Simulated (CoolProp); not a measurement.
Sulfur dioxide along the isobar 56.9 bar: fugacity coefficient from the reference equation and from simpler models built on Tc = 430.6 K, pc = 78.87 bar, ω = 0.256; each cubic takes its own stable root.

Values from CoolProp's reference Helmholtz-energy equation of state, Gao 2016.

| T (K) | phase | reference | Redlich-Kwong | Peng-Robinson |
|---|---|---|---|---|
| 353.7 | liquid | 0.2887 | 0.3642 | 0.2898 |
| 368 | liquid | 0.3770 | 0.4524 | 0.3779 |
| 382.3 | liquid | 0.4775 | 0.5471 | 0.4776 |
| 396.6 | liquid | 0.5881 | 0.6455 | 0.5860 |
| 425.1 | gas | 0.7438 | 0.7523 | 0.7310 |
| 439.4 | gas | 0.7735 | 0.7761 | 0.7586 |
| 453.6 | gas | 0.7983 | 0.7966 | 0.7824 |
| 467.9 | gas | 0.8197 | 0.8147 | 0.8035 |
| 482.2 | gas | 0.8383 | 0.8308 | 0.8222 |
| 496.5 | gas | 0.8547 | 0.8451 | 0.8388 |
| 510.7 | gas | 0.8690 | 0.8578 | 0.8536 |
| 525 | gas | 0.8819 | 0.8694 | 0.8671 |
